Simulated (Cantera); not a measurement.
Feed: 1 mol PbO, 1.2 mol O₂, 3.5 mol H₂, held at 350 °C and 0.00640 bar.

These are equilibrium values from Cantera (NASA tables, ideal gas, pure condensed phases), not measurements of a reactor. Candidate condensed phases: H₂O, Pb, PbO, PbO₂, Pb₃O₄; 12 gas species. Rates play no part.

Base state: H₂O 0.971, H₂ 0.0286 (mole fractions); condensed: Pb(l).

Q: What changes in the equilibrium state with this change: temperature from 350 °C to 950 °C?

A: 
```csv
species,before,after
H₂O,0.971,0.833
Pb,3.24e-9,0.142
H₂,0.0286,0.0247
PbO,<1e-9,0.000195
"Pb(l), mol",1.00,0.419
```
